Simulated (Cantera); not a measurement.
An adiabatic, constant-volume homogeneous reactor starts with CO : H2 : O2 : N2 = 1 : 0.55 : 0.791 : 7.35 (molar parts), equivalence ratio 0.98, at 1675 K and 8.00 bar. Integrator tolerance rtol = 1e-08.

Detailed kinetics in Cantera: GRI-Mech 3.0 (53 species, 325 reactions). The hydrogen kinetics of GRI-Mech 3.0 are dated; newer H2 mechanisms differ, most at raised pressure.

Question: What does this change do: CO 1 to 0.3 parts?

Answer: 
```tsv
quantity	before	after
time of steepest temperature rise	2.70 µs	2.57 µs
temperature at 1.00 s	2770 K	2452 K
equilibrium temperature	2770 K	2452 K
x(CO) at 1.00 s	0.0289 (gas-phase equilibrium 0.0289)	0.00148 (gas-phase equilibrium 0.00148)
x(H2) at 1.00 s	0.00280 (gas-phase equilibrium 0.00280)	0.000450 (gas-phase equilibrium 0.000450)
x(O2) at 1.00 s	0.0115 (gas-phase equilibrium 0.0115)	0.0377 (gas-phase equilibrium 0.0377)
x(OH) at 1.00 s	0.00588 (gas-phase equilibrium 0.00588)	0.00349 (gas-phase equilibrium 0.00349)
x(H2O2) at 1.00 s	2.44e-7 (gas-phase equilibrium 2.44e-7)	2.55e-7 (gas-phase equilibrium 2.55e-7)
x(H) at 1.00 s	0.00111 (gas-phase equilibrium 0.00111)	0.000130 (gas-phase equilibrium 0.000130)
```

Question: What does this change do: pressure from 8.00 bar to 2.10 bar?

Answer: 
| quantity | before | after |
|---|---|---|
| time of steepest temperature rise | 2.70 µs | 10.2 µs |
| temperature at 1.00 s | 2770 K | 2696 K |
| equilibrium temperature | 2770 K | 2696 K |
| x(CO) at 1.00 s | 0.0289 (gas-phase equilibrium 0.0289) | 0.0344 (gas-phase equilibrium 0.0344) |
| x(H2) at 1.00 s | 0.00280 (gas-phase equilibrium 0.00280) | 0.00356 (gas-phase equilibrium 0.00356) |
| x(O2) at 1.00 s | 0.0115 (gas-phase equilibrium 0.0115) | 0.0141 (gas-phase equilibrium 0.0141) |
| x(OH) at 1.00 s | 0.00588 (gas-phase equilibrium 0.00588) | 0.00704 (gas-phase equilibrium 0.00704) |
| x(H2O2) at 1.00 s | 2.44e-7 (gas-phase equilibrium 2.44e-7) | 1.15e-7 (gas-phase equilibrium 1.15e-7) |
| x(H) at 1.00 s | 0.00111 (gas-phase equilibrium 0.00111) | 0.00188 (gas-phase equilibrium 0.00188) |
